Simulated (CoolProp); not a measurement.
A Linde-Hampson liquefier for carbon monoxide: isothermal reversible compression at 200 K from 1 atm to 25 MPa, throttling to 1 atm, return gas leaving the recuperator 10 K below the feed. Each further row changes one setting.

Computed with CoolProp (reference Helmholtz-energy equation of state, Lemmon 2006). It is a short technical equation, of lower accuracy than the large ones.

| case | liquid yield per pass | compression work (kJ/kg of gas) |
|---|---|---|
| as stated | 0.251 | 305 |
| high pressure 50 MPa | ___ | 353 |
| warm-end temperature 230 K | 0.173 | ___ |
| warm-end gap 15 K | ___ | 305 |

Problem. What belongs in the gaps?

Solution. 
- high pressure 50 MPa, liquid yield per pass: 0.245
- warm-end temperature 230 K, compression work (kJ/kg of gas): 363
- warm-end gap 15 K, liquid yield per pass: 0.239
